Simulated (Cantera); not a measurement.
# Adiabatic ignition

An adiabatic, constant-volume homogeneous reactor starts with 13.7 % H₂, 18.1 % O₂, 67.8 % N₂, 0.411 % NO, at 1575 K and 50000 Pa.

Cantera simulation using GRI-Mech 3.0 (53 species, 325 reactions); the numbers are that mechanism's predictions, not measurements.

```json
[
 {"t (s)": "2.00e-6", "T (K)": "1575", "P (bar)": "0.500", "x H₂": "0.137", "x O₂": "0.181", "x NO": "0.00411", "x N₂": "0.678", "x H₂O": "2.31e-7", "x OH": "1.26e-7"},
 {"t (s)": "7.02e-6", "T (K)": "1575", "P (bar)": "0.500", "x H₂": "0.137", "x O₂": "0.181", "x NO": "0.00411", "x N₂": "0.678", "x H₂O": "1.49e-5", "x OH": "3.68e-6"},
 {"t (s)": "2.47e-5", "T (K)": "1635", "P (bar)": "0.518", "x H₂": "0.0306", "x O₂": "0.122", "x NO": "0.00412", "x N₂": "0.680", "x H₂O": "0.0768", "x OH": "0.0143"},
 {"t (s)": "8.66e-5", "T (K)": "2055", "P (bar)": "0.634", "x H₂": "0.0121", "x O₂": "0.108", "x NO": "0.00425", "x N₂": "0.697", "x H₂O": "0.107", "x OH": "0.0214"},
 {"t (s)": "0.000304", "T (K)": "2460", "P (bar)": "0.740", "x H₂": "0.00544", "x O₂": "0.111", "x NO": "0.00454", "x N₂": "0.715", "x H₂O": "0.126", "x OH": "0.0209"},
 {"t (s)": "0.00107", "T (K)": "2551", "P (bar)": "0.763", "x H₂": "0.00344", "x O₂": "0.113", "x NO": "0.00554", "x N₂": "0.719", "x H₂O": "0.132", "x OH": "0.0179"},
 {"t (s)": "0.00375", "T (K)": "2547", "P (bar)": "0.762", "x H₂": "0.00339", "x O₂": "0.112", "x NO": "0.00846", "x N₂": "0.718", "x H₂O": "0.132", "x OH": "0.0176"},
 {"t (s)": "0.0132", "T (K)": "2538", "P (bar)": "0.759", "x H₂": "0.00331", "x O₂": "0.109", "x NO": "0.0140", "x N₂": "0.715", "x H₂O": "0.133", "x OH": "0.0171"},
 {"t (s)": "0.0462", "T (K)": "2533", "P (bar)": "0.757", "x H₂": "0.00327", "x O₂": "0.108", "x NO": "0.0166", "x N₂": "0.714", "x H₂O": "0.133", "x OH": "0.0168"},
 {"t (s)": "0.162", "T (K)": "2533", "P (bar)": "0.757", "x H₂": "0.00326", "x O₂": "0.108", "x NO": "0.0167", "x N₂": "0.714", "x H₂O": "0.133", "x OH": "0.0168"},
 {"t (s)": "0.570", "T (K)": "2533", "P (bar)": "0.757", "x H₂": "0.00326", "x O₂": "0.108", "x NO": "0.0167", "x N₂": "0.714", "x H₂O": "0.133", "x OH": "0.0168"},
 {"t (s)": "2.00", "T (K)": "2533", "P (bar)": "0.757", "x H₂": "0.00326", "x O₂": "0.108", "x NO": "0.0167", "x N₂": "0.714", "x H₂O": "0.133", "x OH": "0.0168"}
]
```
x: mole fraction; the columns are a selection and need not sum to one.

```json
{
  "time_of_steepest_temperature_rise": "24.1 µs",
  "temperature at 2.00 s": "2533 K",
  "equilibrium_temperature": "2533 K",
  "x(H₂) at 2.00 s": "0.00326 (gas-phase equilibrium 0.00326)",
  "x(O₂) at 2.00 s": "0.108 (gas-phase equilibrium 0.108)",
  "x(NO) at 2.00 s": "0.0167 (gas-phase equilibrium 0.0167)"
}
```
